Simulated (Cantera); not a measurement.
# Na₂CO₃ + SO₃ + O₂ (roasting and sulfation)

Feed: 1 mol Na₂CO₃, 1.2 mol SO₃, 0.52 mol O₂, held at 260000 Pa.

These are equilibrium values from Cantera (NASA tables, ideal gas, pure condensed phases), not measurements of a reactor. Candidate condensed phases: C, Na, NaO₂, Na₂CO₃, Na₂O, Na₂O₂, Na₂S, Na₂SO₄, S; 27 gas species. Condensed phases not in the tables: pyrosulfates. Equilibrium is a limit: real reactors are often held back by kinetics, nucleation or transport.

```csv
T (K),x CO₂,x O₂,x SO₂,x SO₃,x Na₂SO₄,x CO,x O,n Na₂SO₄(s),n Na₂SO₄(l)
1075,0.563,0.325,0.0649,0.0476,1.52e-9,3.99e-10,4.64e-10,1.00,0
1125,0.559,0.329,0.0769,0.0349,7.17e-9,1.60e-9,1.64e-9,1.00,0
1175,0.556,0.332,0.0860,0.0253,2.81e-8,5.73e-9,5.22e-9,0,1.00
1225,0.554,0.335,0.0927,0.0182,9.16e-8,1.85e-8,1.51e-8,0,1.00
1275,0.553,0.336,0.0974,0.0132,2.69e-7,5.43e-8,4.02e-8,0,1.00
1325,0.552,0.337,0.101,0.00973,7.25e-7,1.47e-7,9.92e-8,0,1.000
1375,0.551,0.338,0.103,0.00726,1.80e-6,3.72e-7,2.30e-7,0,1.000
1425,0.551,0.339,0.105,0.00550,4.17e-6,8.79e-7,5.01e-7,0,1.000
1475,0.551,0.339,0.106,0.00423,9.06e-6,1.96e-6,1.04e-6,0,1.000
1525,0.550,0.340,0.107,0.00331,1.86e-5,4.14e-6,2.05e-6,0,1.000
1575,0.550,0.340,0.107,0.00262,3.63e-5,8.35e-6,3.87e-6,0,1.000
1625,0.550,0.340,0.108,0.00211,6.77e-5,1.61e-5,7.04e-6,0,1.000
```
x: gas mole fraction; n: condensed amount in mol.

From 1075 K to 1125 K the condensed part is Na₂SO₄(s). From 1175 K to 1625 K the condensed part is Na₂SO₄(l).
